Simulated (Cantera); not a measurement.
**Hydrocarbon pyrolysis for carbon deposition**

A perfectly stirred reactor is fed with 1.52 % C₂H₆, 98.5 % N₂, at 100.0 Torr; it is held at 1548 K, and followed from long to short residence time.

Computed with Cantera and GRI-Mech 3.0 (53 species, 325 reactions). GRI-Mech 3.0 stops at C3 and has no aromatics, soot or wall deposition, so with more carbon than oxygen in the feed, carbon stays in small species such as C2H2 where larger ones or solid carbon would form.

```tsv
τ (s)	x C₂H₆	x C₂H₂	x H₂	x C₂H	x H	x HCN	x CH₂
25	1.26e-6	0.0140	0.0274	2.90e-8	2.26e-5	7.12e-6	1.57e-8
9.1	3.00e-6	0.0139	0.0270	3.66e-8	2.83e-5	6.42e-6	3.04e-8
3.3	6.93e-6	0.0137	0.0266	4.80e-8	3.70e-5	6.12e-6	5.97e-8
1.2	1.57e-5	0.0136	0.0262	6.34e-8	4.87e-5	5.83e-6	1.17e-7
0.45	3.45e-5	0.0133	0.0256	8.17e-8	6.26e-5	5.35e-6	2.19e-7
0.16	8.02e-5	0.0129	0.0247	1.03e-7	7.91e-5	4.59e-6	4.11e-7
0.060	0.000181	0.0121	0.0234	1.24e-7	9.54e-5	3.72e-6	7.18e-7
0.022	0.000424	0.0108	0.0214	1.42e-7	0.000111	2.83e-6	1.22e-6
0.0081	0.000998	0.00871	0.0184	1.47e-7	0.000124	2.05e-6	1.95e-6
0.0030	0.00233	0.00564	0.0143	1.27e-7	0.000129	1.42e-6	2.88e-6
0.0011	0.00515	0.00239	0.00928	7.65e-8	0.000119	8.91e-7	3.65e-6
```
x: mole fraction; the columns are a selection and need not sum to one.
